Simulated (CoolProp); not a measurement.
A single-stage vapour-compression cycle with isobutene: evaporating at 277.15 K (dew point), condensing at 323.15 K (bubble point), superheat 8 K, subcooling 2 K, compressor efficiency 0.75, no pressure losses. Each further row changes one setting.

Computed with CoolProp (reference Helmholtz-energy equation of state, Lemmon 2005). It is a short technical equation, of lower accuracy than the large ones.

```tsv
case	cooling COP	pressure ratio	discharge temperature (K)	refrigerating effect (kJ/kg)	volumetric capacity (kJ/m³)
as stated	3.76	3.99	339.4	289	1100
evaporating temperature 282.15 K	(withheld)	(withheld)	338.0	295	1330
condensing temperature 318.15 K	(withheld)	3.51	334.1	301	1150
subcooling 7 K	3.92	3.99	339.4	301	1150
superheat 18 K	(withheld)	3.99	(withheld)	305	(withheld)
compressor efficiency 0.65	(withheld)	3.99	345.5	289	1100
```

Complete the blanks.


- evaporating temperature 282.15 K, cooling COP: 4.39
- evaporating temperature 282.15 K, pressure ratio: 3.35
- condensing temperature 318.15 K, cooling COP: 4.33
- superheat 18 K, cooling COP: 3.81
- superheat 18 K, discharge temperature (K): 349.5
- superheat 18 K, volumetric capacity (kJ/m³): 1120
- compressor efficiency 0.65, cooling COP: 3.26
